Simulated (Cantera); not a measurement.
A perfectly stirred reactor is fed with 5.40 % CH4, 0.227 % H2, 19.8 % O2, 74.5 % N2, at 1.40 bar; it is adiabatic with a 800 K inlet, and is followed from long to short residence time, starting on the burning branch (τ in s: 0.14, 0.057, 0.024, 0.01, 0.0042, 0.0017, 0.00073, 0.0003, 0.00013, 5.3e-05, 2.2e-05, 9.3e-06, 3.9e-06).

Cantera simulation using GRI-Mech 3.0 (53 species, 325 reactions); the numbers are that mechanism's predictions, not measurements.

x: mole fraction; the columns are a selection and need not sum to one.

```
τ (s)    T (K)     x CH4      x H2    x O2    x HCO     x C2H      x H
-------  -----  --------  --------  ------  -------  --------  -------
0.14      1976   3.13e-6  0.000104  0.0887  6.21e-9    <1e-12        ?
0.057     1974   6.52e-6  0.000140  0.0888  1.54e-8    <1e-12        ?
0.024     1969   1.23e-5  0.000209  0.0888  3.74e-8  1.66e-12        ?
0.010     1961   2.21e-5  0.000340  0.0888  9.23e-8  3.96e-12        ?
0.0042    1947   3.88e-5  0.000565  0.0889  2.26e-7  8.18e-12        ?
0.0017    1923   7.03e-5  0.000948  0.0893  5.74e-7  1.61e-11        ?
0.00073   1890  0.000126   0.00149  0.0900  1.35e-6  3.00e-11        ?
0.00030   1839  0.000252   0.00226  0.0917  3.28e-6  6.12e-11        ?
0.00013   1771  0.000552   0.00318  0.0950  7.49e-6  1.43e-10  0.00243
5.3e-5    1652   0.00206   0.00495   0.105  1.83e-5  6.97e-10  0.00246
2.2e-5     800    0.0540   0.00227   0.198   <1e-12    <1e-12   <1e-12
9.3e-6     800    0.0540   0.00227   0.198   <1e-12    <1e-12   <1e-12
3.9e-6     800    0.0540   0.00227   0.198   <1e-12    <1e-12   <1e-12
```

Task: Fill in the missing entries.

Result: 
- 0.14, x H: 1.62e-5
- 0.057, x H: 2.49e-5
- 0.024, x H: 4.52e-5
- 0.010, x H: 9.33e-5
- 0.0042, x H: 0.000200
- 0.0017, x H: 0.000438
- 0.00073, x H: 0.000865
- 0.00030, x H: 0.00160
